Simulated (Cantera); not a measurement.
Input: 1 mol HgO, a varied amount of N₂, at 652 °C and 2780 Torr.

These are equilibrium values from Cantera (NASA tables, ideal gas, pure condensed phases), not measurements of a reactor. Candidate condensed phases: Hg, HgO; 10 gas species. The numbers say what is thermodynamically allowed, not how fast it happens.

x: gas mole fraction; nothing condenses.

```tsv
n(N₂) (mol)	x N₂	x Hg	x O₂	x NO
0.15	0.0909	0.606	0.303	(withheld)
0.24	0.138	0.575	0.287	(withheld)
0.38	0.202	0.532	0.266	(withheld)
0.6	0.286	0.476	0.238	8.22e-6
0.95	0.388	0.408	0.204	8.87e-6
1.5	0.500	0.333	0.167	9.10e-6
2.4	0.615	0.256	0.128	8.86e-6
3.8	0.717	0.189	0.0943	(withheld)
5.9	0.797	0.135	0.0676	(withheld)
9.4	0.862	0.0917	0.0459	(withheld)
```

### Question
Some entries are withheld; supply them.

### Answer

- 0.15, x NO: 5.23e-6
- 0.24, x NO: 6.28e-6
- 0.38, x NO: 7.31e-6
- 3.8, x NO: 8.20e-6
- 5.9, x NO: 7.32e-6
- 9.4, x NO: 6.27e-6
